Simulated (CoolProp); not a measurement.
Vapour-liquid equilibrium of R142b (1) + R113 (2) at 78.95 °C; x and y are mole fractions of (1).

Model: multi-fluid Helmholtz-energy mixture model, Lemmon 2006 and Marx 1992; pair parameters Bell 2016, in CoolProp.

### Question
Give the bubble pressure and the first vapour's composition at x = 0.05, 0.2, 0.275. Is there an azeotrope?

### Answer
x = 0.05: 319.6 kPa, y = 0.217; x = 0.2: 496.9 kPa, y = 0.547; x = 0.275: 580.9 kPa, y = 0.636. No azeotrope shows between x = 0.05 and 0.95.

The pair parameters rest on a limited set of measurements; away from them the model extrapolates. The gap from Raoult's law changes sign with composition, which may be real or a fault of the pair parameters; it wasn't checked against measurements.
